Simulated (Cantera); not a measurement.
A perfectly stirred reactor is fed with CH4 : CO : O2 : N2 = 1 : 0.98 : 1.46 : 5.51 (molar parts), at 760 Torr; it is adiabatic with a 675 K inlet, and is followed from long to short residence time, starting on the burning branch (τ in s: 0.021, 0.011, 0.0059, 0.0031, 0.0016, 0.00087, 0.00046, 0.00024, 0.00013, 6.7e-05).

Model: GRI-Mech 3.0 (53 species, 325 reactions), integrated in Cantera.

Task: What does this change do: inlet temperature 675 to 600 K?

Result: 
```
quantity                                                                        before                                 after
------------------------------------------------  ------------------------------------  ------------------------------------
blow-out, bracketed by the residence times tried  burning at 0.240 ms, out at 0.130 ms  burning at 0.240 ms, out at 0.130 ms
x(CH4) at τ = 21.0 ms                                                         0.000118                              0.000248
x(CO) at τ = 21.0 ms                                                             0.148                                 0.147
x(O2) at τ = 21.0 ms                                                          0.000185                              0.000252
x(CH2) at τ = 21.0 ms                                                          2.48e-6                               3.03e-6
x(N2O) at τ = 21.0 ms                                                          2.70e-8                               3.25e-8
x(CH4) at τ = 0.870 ms                                                        0.000755                               0.00124
x(CO) at τ = 0.870 ms                                                            0.148                                 0.147
x(O2) at τ = 0.870 ms                                                          0.00223                               0.00302
x(CH2) at τ = 0.870 ms                                                         2.60e-5                               2.88e-5
x(N2O) at τ = 0.870 ms                                                         8.50e-8                               6.37e-8
```
